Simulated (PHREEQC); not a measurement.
Solution (20 °C): 0.024 mol H3PO4 and 0.096 mol HNO3 per kg of water. It is in equilibrium with CO2 at log p = -3.5 (atm). Otherwise closed; pH follows from the charge balance.

Model: ion-association model, phreeqc.dat, run in PHREEQC.

Precipitation was switched off in this run.

Question: Estimate the pH.

Answer: pH 1.09.

Question: In which forms is P present?

Answer: H3PO4 90 %, H2PO4- 10 % of the P.

Complexes and solids missing from the database can't appear.
